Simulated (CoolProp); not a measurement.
A simple Rankine cycle with R123: condensing at 302.15 K, boiler at 0.739 MPa, turbine inlet 375.5 K, turbine efficiency 0.9, pump efficiency 0.6, no recuperator. Each further row changes one setting.

Model: reference Helmholtz-energy equation of state, Younglove 1994, in CoolProp. It is a modified Benedict-Webb-Rubin equation, recast in Helmholtz form.

```csv
case,thermal efficiency (%),net work (kJ/kg),heat in (kJ/kg),turbine exit temperature (K),volume ratio over the turbine
as stated,13.8,29.3,213,321.5,6.87
turbine inlet 395.5 K,13.8,31.6,230,341.9,6.74
condensing temperature 294.15 K,15.2,33.7,221,314.5,9.11
boiler pressure 0.517 MPa,11.6,25.1,217,333.1,4.70
turbine efficiency 0.8,12.2,26.0,213,326.2,6.98
```
